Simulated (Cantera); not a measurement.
A closed system holds: 1 mol SiH₄, 2.8 mol N₂O, 6.7 mol N₂, 0.0011 mol O₂, held at 13.0 Pa.

Cantera equilibrium calculation (NASA polynomials, part measured and part estimated; ideal gas, pure solids and liquids). Candidate condensed phases: H₂O, Si, SiO₂, Si₂N₂O, Si₃N₄; 35 gas species. The tables hold silica as quartz up to 1696 K and as liquid above; real silica turns to tridymite and cristobalite and melts near 1996 K. Equilibrium is a limit: real reactors are often held back by kinetics, nucleation or transport.

Q: At 1350 K, list the 4 most abundant gas species with their mole fractions, and the condensed phases.

A: N₂ 0.826, H₂ 0.104, H₂O 0.0698, H 6.74e-5. Condensed: SiO₂(β-quartz).
